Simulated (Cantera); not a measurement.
Input: 1 mol Pb, 0.1 mol O2, 47 mol H2, held at 1448.15 K and 0.000110 bar.

Equilibrium computed with Cantera from the NASA thermochemical tables; the gas is ideal and each condensed phase is pure. Candidate condensed phases: H2O, Pb, PbO, PbO2, Pb3O4; 12 gas species. Kinetics and transport are ignored.

Base state: H2 0.974, Pb 0.0208, H2O 0.00416, H 0.000869 (mole fractions); condensed: gas only.

Task: What changes in the equilibrium state with this change: O2 from 0.1 to 0.0072 mol?

Result: 
| species | before | after |
|---|---|---|
| H2 | 0.974 | 0.978 |
| Pb | 0.0208 | 0.0208 |
| H | 0.000869 | 0.000871 |
| H2O | 0.00416 | 0.000300 |
